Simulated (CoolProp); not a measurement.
Dimethyl carbonate along the isotherm 600 K: Z from the reference equation and from simpler models built on Tc = 557.0 K, pc = 4909 kPa, ω = 0.346; each cubic takes its own stable root.

Values from CoolProp's reference Helmholtz-energy equation of state, Zhou 2011.

```csv
p (kPa),phase,reference,Redlich-Kwong,Soave-Redlich-Kwong,Peng-Robinson
23.3,gas,0.9987,0.9987,0.9988,0.9986
53,gas,0.9971,0.9970,0.9972,0.9968
121,gas,0.9933,0.9932,0.9936,0.9927
274,gas,0.9848,0.9845,0.9854,0.9834
625,gas,___,0.9644,0.9663,0.9618
1420,gas,0.9186,0.9168,0.9215,___
3240,gas,0.8006,___,0.8093,0.7883
7360,supercritical,0.4496,0.4168,0.4886,0.4594
```

Question: Some entries are withheld; supply them.

Answer: 
- 625, reference: 0.9650
- 1420, Peng-Robinson: 0.9116
- 3240, Redlich-Kwong: 0.7954
